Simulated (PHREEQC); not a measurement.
Make-up at 20 °C: 0.014 mol/kgw H2SO4, 3.5e-05 mol/kgw ZnSO4 and 6.7e-05 mol/kgw MgSO4. Closed to the air; pH follows from the charge balance.

All values are PHREEQC results (ion-association model, phreeqc.dat), not measurements.

Each row changes one thing in this solution. This is a speciation only: nothing precipitates in the calculation.

```json
[
 {"case": "as made", "pH": "1.74", "ionic strength (mol/kgw)": "0.0281", "HSO4- (mol/kgw)": "0.00709", "SO4-2 (mol/kgw)": "0.00698"},
 {"case": "diluted 5-fold with water", "pH": "2.34", "ionic strength (mol/kgw)": "0.00714", "HSO4- (mol/kgw)": "0.000663", "SO4-2 (mol/kgw)": "0.00215"},
 {"case": "MgSO4 replaced by K2SO4 at the same molality", "pH": "1.74", "ionic strength (mol/kgw)": "0.0281", "HSO4- (mol/kgw)": "0.00709", "SO4-2 (mol/kgw)": "0.00699"},
 {"case": "ZnSO4 replaced by CdSO4 at the same molality", "pH": "1.74", "ionic strength (mol/kgw)": "0.0281", "HSO4- (mol/kgw)": "0.00709", "SO4-2 (mol/kgw)": "0.00698"},
 {"case": "ZnSO4 from 3.5e-05 to 7e-05 mol/kgw", "pH": "1.74", "ionic strength (mol/kgw)": "0.0282", "HSO4- (mol/kgw)": "0.00709", "SO4-2 (mol/kgw)": "0.00700"},
 {"case": "0.00034 mol/kgw HCl added", "pH": "1.73", "ionic strength (mol/kgw)": "(withheld)", "HSO4- (mol/kgw)": "0.00713", "SO4-2 (mol/kgw)": "(withheld)"},
 {"case": "diluted 2-fold with water", "pH": "1.99", "ionic strength (mol/kgw)": "0.0158", "HSO4- (mol/kgw)": "0.00269", "SO4-2 (mol/kgw)": "0.00435"},
 {"case": "temperature from 20 to 35 °C", "pH": "1.76", "ionic strength (mol/kgw)": "0.0261", "HSO4- (mol/kgw)": "0.00809", "SO4-2 (mol/kgw)": "0.00598"},
 {"case": "H2SO4 left out", "pH": "6.73", "ionic strength (mol/kgw)": "0.000401", "HSO4- (mol/kgw)": "(withheld)", "SO4-2 (mol/kgw)": "(withheld)"}
]
```

Question: Complete the blanks.

Answer: 
- 0.00034 mol/kgw HCl added, ionic strength (mol/kgw): 0.0284
- 0.00034 mol/kgw HCl added, SO4-2 (mol/kgw): 0.00694
- H2SO4 left out, HSO4- (mol/kgw): 1.51e-9
- H2SO4 left out, SO4-2 (mol/kgw): 0.000100
